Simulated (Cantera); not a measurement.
Input: 1 mol FeS, 0.39 mol H2, equilibrated at 0.000880 bar.

Method: chemical equilibrium by Gibbs-energy minimisation in Cantera with the NASA 1993 tables (ideal gas, pure condensed phases). Candidate condensed phases: Fe, FeS, FeS2, S; 8 gas species. Metal and sulfide melt together well below either melting point, which pure phases cannot show. Mutual solubility and eutectic melting of coexisting phases are not modelled. FeS: taken at fixed stoichiometry. The numbers say what is thermodynamically allowed, not how fast it happens.

Question: At 1150 °C, list the 6 most abundant gas species with their mole fractions, and the condensed phases.

Answer: H2 0.981, H2S 0.0118, S2 0.00565, SH 0.000874, H 0.000222, S 4.02e-5. Condensed: Fe(γ) + FeS(s).
